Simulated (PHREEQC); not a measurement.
Spent oxide etchant: an equilibrium model

A solution holds 0.14 mol HF, 0.13 mol (NH4)2SiF6 and 0.0059 mol H3PO4 per kg of water, at 25 °C. Closed to the air; pH follows from the charge balance.

Computed with PHREEQC (ion-association model, phreeqc.dat).

pH: 1.87
ionic strength: 0.407 mol/kgw
activity of water: 0.991
density: 1.011 g/cm³
total alkalinity: -666 meq/kg

```json
[
 {"species": "NH4+", "molality": "0.260", "activity": "0.159", "log γ": "-0.214"},
 {"species": "SiF6-2", "molality": "0.130", "activity": "0.0301", "log γ": "-0.636"},
 {"species": "HF", "molality": "0.121", "activity": "0.133", "log γ": "0.041"},
 {"species": "H+", "molality": "0.0174", "activity": "0.0134", "log γ": "-0.113"},
 {"species": "F-", "molality": "0.0102", "activity": "0.00660", "log γ": "-0.188"},
 {"species": "HF2-", "molality": "0.00459", "activity": "0.00335", "log γ": "-0.136"},
 {"species": "H3PO4", "molality": "0.00329", "activity": "0.00362", "log γ": "0.041"},
 {"species": "H2PO4-", "molality": "0.00261", "activity": "0.00183", "log γ": "-0.153"},
 {"species": "HPO4-2", "molality": "3.68e-8", "activity": "8.50e-9", "log γ": "-0.636"},
 {"species": "NH3", "molality": "6.16e-9", "activity": "6.76e-9", "log γ": "0.041"}
]
```

No solid was allowed to form. SiF6-2 is the database's only silicon fluoride.
